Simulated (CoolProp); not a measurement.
Oxygen along the isobar 7.32 MPa: Z from the reference equation and from simpler models built on Tc = 154.6 K, pc = 5.046 MPa, ω = 0.022; each cubic takes its own stable root.

Computed with CoolProp (reference Helmholtz-energy equation of state, Schmidt 1985).

```
T (K)          phase  reference
-----  -------------  ---------
94.6          liquid     0.2622
107.3         liquid     0.2446
119.9         liquid     0.2338
132.6         liquid     0.2297
145.2         liquid     0.2351
157.9  supercritical     0.2690
170.5  supercritical     0.4975
183.2  supercritical     0.6608
195.8  supercritical     0.7479
208.5  supercritical     0.8057
```

Problem. How far does each simpler model (van der Waals, Redlich-Kwong, Soave-Redlich-Kwong, Peng-Robinson) lie from the reference over these 10 states: mean and median of the absolute difference, and the worst?

Solution. 
- van der Waals: mean 25.6 %, median 34.6 %, worst +43.4 % at 94.6 K and 7.32 MPa
- Redlich-Kwong: mean 2.9 %, median 1.2 %, worst +12.7 % at 157.9 K and 7.32 MPa
- Soave-Redlich-Kwong: mean 3.3 %, median 1.5 %, worst +12.8 % at 157.9 K and 7.32 MPa
- Peng-Robinson: mean 6.0 %, median 4.1 %, worst -11.4 % at 94.6 K and 7.32 MPa
